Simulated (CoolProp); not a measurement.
Vapour-liquid equilibrium of dimethyl ether (1) + n-butane (2) at 224.7 K; x and y are mole fractions of (1).

Computed with CoolProp (multi-fluid Helmholtz-energy mixture model, Wu 2011 and Bücker 2006; pair parameters Bell 2016).

```
x     bubble pressure, mixture model (bar)  bubble pressure, Raoult's law (bar)  y, mixture model  y, Raoult's law
----  ------------------------------------  -----------------------------------  ----------------  ---------------
0.05                                0.1291                               0.1146                 …            0.139
0.2                                      …                               0.1468             0.545            0.434
0.35                                0.2293                               0.1790             0.678            0.623
0.5                                 0.2583                               0.2112             0.758            0.754
0.65                                0.2805                               0.2434                 …            0.851
0.8                                 0.2989                               0.2756             0.884            0.925
0.95                                0.3144                               0.3078                 …            0.983
```

Q: Some entries are withheld; supply them.

A: 
- 0.05, y, mixture model: 0.233
- 0.2, bubble pressure, mixture model (bar): 0.1884
- 0.65, y, mixture model: 0.820
- 0.95, y, mixture model: 0.965

The largest gap from Raoult's law is +28.3 % in bubble pressure, at x = 0.2. No azeotrope shows between x = 0.05 and 0.95.

The pair parameters rest on a limited set of measurements; away from them the model extrapolates.
